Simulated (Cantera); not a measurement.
# Adiabatic ignition

An adiabatic, constant-pressure homogeneous reactor starts with H₂ : O₂ : N₂ = 1 : 1.56 : 6.72 (molar parts), at 1300 K and 4130 Torr.

Detailed kinetics in Cantera: GRI-Mech 3.0 (53 species, 325 reactions). The hydrogen kinetics of GRI-Mech 3.0 are dated; newer H2 mechanisms differ, most at raised pressure.

| t (s) | T (K) | x H₂ | x O₂ | x OH | x H₂O | x NO | x H |
|---|---|---|---|---|---|---|---|
| 9.00e-6 | 1723 | 0.0109 | 0.116 | 0.0107 | 0.0885 | 5.93e-6 | 0.0125 |
| 2.45e-5 | 2039 | 0.000415 | 0.119 | 0.00402 | 0.111 | 1.78e-5 | 0.000131 |
| 6.65e-5 | 2057 | 8.50e-5 | 0.120 | 0.00190 | 0.113 | 1.91e-5 | 1.27e-5 |
| 0.000181 | 2059 | 6.23e-5 | 0.120 | 0.00164 | 0.113 | 2.04e-5 | 8.15e-6 |
| 0.000492 | 2059 | 6.21e-5 | 0.120 | 0.00164 | 0.113 | 2.33e-5 | 8.13e-6 |
| 0.00134 | 2059 | 6.21e-5 | 0.120 | 0.00164 | 0.113 | 3.14e-5 | 8.13e-6 |
| 0.00364 | 2059 | 6.21e-5 | 0.120 | 0.00164 | 0.113 | 5.35e-5 | 8.12e-6 |
| 0.00989 | 2059 | 6.20e-5 | 0.120 | 0.00164 | 0.113 | 0.000113 | 8.11e-6 |
| 0.0269 | 2058 | 6.19e-5 | 0.120 | 0.00163 | 0.113 | 0.000274 | 8.08e-6 |
| 0.0732 | 2057 | 6.15e-5 | 0.120 | 0.00163 | 0.113 | 0.000698 | 8.01e-6 |
| 0.199 | 2055 | 6.06e-5 | 0.119 | 0.00161 | 0.113 | 0.00175 | 7.83e-6 |
| 0.541 | 2050 | 5.88e-5 | 0.118 | 0.00157 | 0.113 | 0.00383 | 7.48e-6 |
| 1.47 | 2045 | 5.71e-5 | 0.117 | 0.00153 | 0.113 | 0.00591 | 7.14e-6 |
| 4.00 | 2044 | 5.67e-5 | 0.117 | 0.00152 | 0.113 | 0.00635 | 7.07e-6 |
x: mole fraction; the columns are a selection and need not sum to one.

```
Property                                                            Result
---------------------------------  ---------------------------------------
time of steepest temperature rise                                  8.42 µs
temperature at 4.00 s                                               2044 K
equilibrium temperature                                             2044 K
x(H₂) at 4.00 s                    5.67e-5 (gas-phase equilibrium 5.67e-5)
x(O₂) at 4.00 s                        0.117 (gas-phase equilibrium 0.117)
x(OH) at 4.00 s                    0.00152 (gas-phase equilibrium 0.00152)
```
